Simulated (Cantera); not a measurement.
A diamond (100) surface in a fixed gas of H2 with x(CH4) = 0.0081, x(H) = 0.0041, x(CH3) = 0.00034, at 1400 K; coverages are run to steady state.

Cantera simulation using the Harris–Goodwin 1993 mechanism for the reconstructed diamond (100) surface; the numbers are that mechanism's predictions, not measurements.

θ: site fractions in the mechanism's names (c6HH fully hydrogenated, c6H* and c6*H radical sites, c6** diradical, c6HM methylated).

```csv
P (Pa),growth (µm/h),θ c6HH,θ c6H*,θ c6*H,θ c6**,θ c6HM
620,0.123,0.346,0.0590,0.540,0.0548,1.16e-5
1100,0.323,0.346,0.0590,0.540,0.0546,2.19e-5
1800,0.696,0.346,0.0589,0.539,0.0545,3.80e-5
3100,1.53,0.346,0.0589,0.539,0.0544,6.94e-5
5200,___,0.346,0.0589,0.539,0.0543,___
8900,6.14,0.346,0.0590,0.539,0.0542,0.000213
15000,11.9,0.346,0.0590,0.539,0.0541,0.000363
26000,___,0.346,0.0590,0.538,0.0541,___
```

Problem. Complete the blanks.

Solution. 
- 5200, growth (µm/h): 3.07
- 5200, θ c6HM: 0.000121
- 26000, growth (µm/h): 24.2
- 26000, θ c6HM: 0.000623
